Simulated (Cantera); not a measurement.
What does this Cantera script print?

```python
import numpy as np
import cantera as ct

gas_names = [...]  # 151 gases of nasa_gas.yaml made of C, H, N, O, Si
cond_names = """
    C(gr) C6H6(L) C7H8(L) C8H18(L),n-octa H2O(s) H2O(L) Si(cr) Si(L) SiC(b) SiO2(Lqz) SiO2(hqz) SiO2(L)
    Si2N2O(s) Si3N4(a)
""".split()


# ... load() reads the species with a 1 bar reference pressure and builds the phases ...
atoms = {
    'TEOS': {'Si': 1, 'C': 8, 'H': 20, 'O': 4},
    'O2': {'O': 2},
    'N2': {'N': 2},
    'N2O': {'N': 2, 'O': 1},
}
top_T = {'C(gr)': 4500, 'SiC(b)': 3050, 'Si2N2O(s)': 2100, 'Si3N4(a)': 2400}  # K; cautious upper limits of use, not melting points


# ... equilibrate(T, P, feed) seeds the gas with the atoms and calls Mixture.equilibrate('TP', solver="vcs", rtol=1e-11, max_steps=5000) ...
results = []
feed = {'TEOS': 1, 'O2': 0.31, 'N2': 11, 'N2O': 1.4}  # mol
T = 1373.15  # K
P = 100000  # Pa
mix = equilibrate(T, P, feed)
results.append((T, P, feed, dict(zip(mix.species_names, mix.species_moles))))
print(gas.report(threshold=1e-06))
for i in range(1, mix.n_phases):
    print(f"{mix.phase(i).name:16s} {mix.phase_moles(i):12.5e} mol")
```

Result:

```
       temperature   1373.2 K
          pressure   1e+05 Pa
           density   0.1594 kg/m^3
  mean mol. weight   18.199 kg/kmol
   phase of matter   gas

                          1 kg             1 kmol
                     ---------------   ---------------
          enthalpy        9.0749e+05        1.6515e+07  J
   internal energy        2.8015e+05        5.0984e+06  J
           entropy             12343        2.2463e+05  J/K
    Gibbs function       -1.6042e+07       -2.9194e+08  J
 heat capacity c_p            1840.5             33496  J/K
 heat capacity c_v            1383.7             25181  J/K

                      mass frac. Y      mole frac. X     chem. pot. / RT
                     ---------------   ---------------   ---------------
               CH4        0.00063059        0.00071533           -40.678
                CO           0.23386           0.15194           -38.059
               CO2        0.00012671        5.2398e-05           -74.088
                 H        1.1351e-07        2.0493e-06           -9.6622
               HCN        0.00024839        0.00016726           -24.941
               HNC        2.6738e-06        1.8005e-06           -24.941
                H2          0.041772           0.37709           -19.324
               H2O        0.00026517        0.00026788           -55.354
               NH3        1.3963e-05        1.4921e-05           -42.237
                N2           0.72308           0.46974             -26.5
     [ +141 minor]        1.8245e-06        1.1902e-06

C(gr)             3.96505e+00 mol
Si(cr)            0.00000e+00 mol
SiC(b)            0.00000e+00 mol
SiO2(hqz)         9.99999e-01 mol
Si2N2O(s)         0.00000e+00 mol
Si3N4(a)          0.00000e+00 mol
```

Method: chemical equilibrium by Gibbs-energy minimisation in Cantera with the NASA 1993 tables (ideal gas, pure condensed phases). The feed counts by its element totals alone. The tables hold silica as quartz up to 1696 K and as liquid above; real silica turns to tridymite and cristobalite and melts near 1996 K.
